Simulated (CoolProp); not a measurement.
Vapour-liquid equilibrium of methanol (1) + toluene (2) at 182.85 °C; x and y are mole fractions of (1).

Computed with CoolProp (multi-fluid Helmholtz-energy mixture model, de Reuck 1993 and Lemmon 2006; pair parameters Bell 2016).

Task: Give the bubble pressure and the first vapour's composition at x = 0.125, 0.275, 0.35. Is there an azeotrope?

Result: x = 0.125: 1237 kPa, y = 0.535; x = 0.275: 1690 kPa, y = 0.662; x = 0.35: 1842 kPa, y = 0.696. No azeotrope shows between x = 0.05 and 0.95.

The pair parameters rest on a limited set of measurements; away from them the model extrapolates.
